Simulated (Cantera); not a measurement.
A closed system holds: 1 mol TiO₂, 3.7 mol MgO, 0.71 mol O₂, at 2125 K and 0.743 Torr.

Cantera equilibrium calculation (NASA polynomials, part measured and part estimated; ideal gas, pure solids and liquids). Candidate condensed phases: Mg, MgO, MgTiO₃, MgTi₂O₅, Mg₂TiO₄, Ti, TiO, TiO₂, Ti₂O₃, Ti₃O₅, Ti₄O₇; 9 gas species. Mutual solubility and eutectic melting of coexisting phases are not modelled. Condensed phases not in the tables: alloys, solid solutions and most ternary compounds. Rates play no part.

Base state: O₂ 0.947, O 0.0511, Mg 0.00189, MgO 0.000210, TiO₂ 8.87e-5 (mole fractions); condensed: MgO(s) + Mg₂TiO₄(l).

### Question
What changes in the equilibrium state with this change: temperature from 2125 K to 750 K?

### Answer
```
species            before  after
---------------  --------  -----
O₂                  0.947   1.00
O                  0.0511  <1e-9
Mg                0.00189  <1e-9
TiO₂              8.87e-5  <1e-9
MgO              0.000210  <1e-9
MgO(s), mol          1.70   1.70
Mg₂TiO₄(l), mol     1.000      0
Mg₂TiO₄(s), mol         0   1.00
```

### Question
What changes in the equilibrium state with this change: pressure from 0.743 Torr to 0.165 Torr?

### Answer
| species | before | after |
|---|---|---|
| O₂ | 0.947 | 0.876 |
| O | 0.0511 | 0.104 |
| Mg | 0.00189 | 0.0187 |
| TiO₂ | 8.87e-5 | 0.000399 |
| MgO | 0.000210 | 0.000947 |
| MgO(s), mol | 1.70 | 1.69 |
| Mg₂TiO₄(l), mol | 1.000 | 1.000 |

### Question
What changes in the equilibrium state with this change: temperature from 2125 K to 2623 K?

### Answer
```tsv
species	before	after
Mg	0.00189	0.423
O	0.0511	0.310
O₂	0.947	0.142
TiO₂	8.87e-5	0.110
TiO	4.03e-8	0.00617
MgO	0.000210	0.00852
MgO(s), mol	1.70	0
Mg₂TiO₄(l), mol	1.000	0
```
